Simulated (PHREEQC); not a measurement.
Solution A (19 mmol/kgw AgNO3) is mixed with solution B (0.074 mol/kgw ZnSO4 and 0.00025 mol/kgw KCl) at 25 °C; shares are by mass of water, 1 kg in all. Oxygen is held at 0.21 atm. No CO2 enters from the air. Only these solids could form: Zn(OH)2-e, Zn4(OH)6SO4, Zn5(OH)8Cl2, Cerargyrite, Ag2O, Ag2SO4, Goslarite.

Computed with PHREEQC (ion-association model, wateq4f.dat).

```
share of solution B    pH  Cerargyrite (mol)  Ag+ (mol/kgw)  Zn+2 (mol/kgw)
-------------------  ----  -----------------  -------------  --------------
0                    6.80                  0         0.0189               0
0.1                  5.78            2.47e-5         0.0162         0.00569
0.2                  5.70            4.97e-5         0.0140          0.0101
0.3                  5.66            7.46e-5         0.0120          0.0140
0.4                  5.63            9.96e-5         0.0101          0.0177
0.5                     ?           0.000125        0.00824          0.0212
0.6                  5.60                  ?        0.00648          0.0245
0.7                     ?           0.000175        0.00475          0.0278
0.8                  5.57           0.000200              ?          0.0310
0.9                  5.57           0.000224        0.00142          0.0342
1                    5.56                  0              0          0.0373
```

Complete the blanks.


- 0.5, pH: 5.61
- 0.6, Cerargyrite (mol): 0.000150
- 0.7, pH: 5.59
- 0.8, Ag+ (mol/kgw): 0.00307

Species that the database lacks are ignored.
